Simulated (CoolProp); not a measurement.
Dimethyl carbonate at 456.17 K and 0.564 MPa is compressed adiabatically to 1.25 MPa with isentropic efficiency 0.75. Each further row changes one setting.

Values from CoolProp's reference Helmholtz-energy equation of state, Zhou 2011.

| case | work (kJ/kg) | final temperature (K) | final density (kg/m³) |
|---|---|---|---|
| as stated | 40.6 | 488.5 | 32.7 |
| efficiency 1 | 30.5 | 482.8 | 33.4 |
| efficiency 0.65 | 46.9 | 492.0 | 32.3 |
